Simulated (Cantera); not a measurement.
A Cantera script and what it prints.

```python
import numpy as np
import cantera as ct

gas_names = """
    H HO2 H2 H2O H2O2 O OH O2 O3 Ti TiO TiO2
""".split()
cond_names = """
    H2O(s) H2O(L) Ti(a) Ti(b) Ti(L) TiO(a) TiO(b) TiO(L) TiO2(ru) TiO2(L) Ti2O3(a) Ti2O3(b) Ti2O3(L)
    Ti3O5(a) Ti3O5(b) Ti3O5(L) Ti4O7(s) Ti4O7(L)
""".split()


def load(file, names, dense=False):
    # The tables refer to 1 bar. Condensed volumes are neglected.
    table = {s.name: s for s in ct.Species.list_from_file(file)}
    out = []
    for n in names:
        d = dict(table[n].input_data)
        d["thermo"] = dict(d["thermo"], **{"reference-pressure": 1e5})
        if dense:
            d["equation-of-state"] = {"model": "constant-volume", "density": "1e6 g/cm^3"}
        out.append(ct.Species.from_dict(d))
    return out


gas = ct.Solution(thermo="ideal-gas", species=load("nasa_gas.yaml", gas_names))
cond = {s.name: ct.Solution(thermo="fixed-stoichiometry", species=[s], name=s.name)
        for s in load("nasa_condensed.yaml", cond_names, dense=True)}
atoms = {
    'Ti': {'Ti': 1},
    'H2O': {'H': 2, 'O': 1},
    'H2': {'H': 2},
}
top_T = {}  # K; cautious upper limits of use, not melting points


def equilibrate(T, P, feed):
    n = {}
    for name, mol in feed.items():
        for a, k in atoms[name].items():
            n[a] = n.get(a, 0.0) + k * mol
    gas.TPX = T, P, n
    mass = sum(n.values()) * gas.mean_molecular_weight
    gas.equilibrate("TP")
    valid = [c for c in cond.values() if c.min_temp <= T <= top_T.get(c.name, c.max_temp)]
    mix = ct.Mixture([(gas, mass / gas.mean_molecular_weight)] + [(c, 0.0) for c in valid])
    mix.T, mix.P = T, P
    mix.equilibrate("TP", solver="vcs", rtol=1e-11, max_steps=5000)
    return mix


results = []
feed = {'Ti': 1, 'H2O': 0.73, 'H2': 240}  # mol
T = 1425  # K
P = 10000  # Pa
mix = equilibrate(T, P, feed)
results.append((T, P, feed, dict(zip(mix.species_names, mix.species_moles))))
print(gas.report(threshold=1e-05))
for i in range(1, mix.n_phases):
    print(f"{mix.phase(i).name:16s} {mix.phase_moles(i):12.5e} mol")
```

Output:

```
       temperature   1425 K
          pressure   10000 Pa
           density   0.0017015 kg/m^3
  mean mol. weight   2.016 kg/kmol
   phase of matter   gas

                          1 kg             1 kmol
                     ---------------   ---------------
          enthalpy        1.6827e+07        3.3922e+07  J
   internal energy         1.095e+07        2.2074e+07  J
           entropy             97416        1.9639e+05  J/K
    Gibbs function       -1.2199e+08       -2.4593e+08  J
 heat capacity c_p             15900             32054  J/K
 heat capacity c_v             11776             23740  J/K

                      mass frac. Y      mole frac. X     chem. pot. / RT
                     ---------------   ---------------   ---------------
                 H        1.0786e-05        2.1571e-05           -10.379
                H2           0.99999           0.99998           -20.757
     [  +10 minor]        5.2437e-08        3.2859e-09

Ti(b)             2.70000e-01 mol
TiO(b)            7.30000e-01 mol
TiO2(ru)          0.00000e+00 mol
Ti2O3(b)          0.00000e+00 mol
Ti3O5(b)          0.00000e+00 mol
Ti4O7(s)          0.00000e+00 mol
```

Cantera equilibrium calculation (NASA polynomials, part measured and part estimated; ideal gas, pure solids and liquids). Mutual solubility and eutectic melting of coexisting phases are not modelled. TiO: taken at fixed stoichiometry. Condensed phases not in the tables: N, O or C dissolved in the metal.
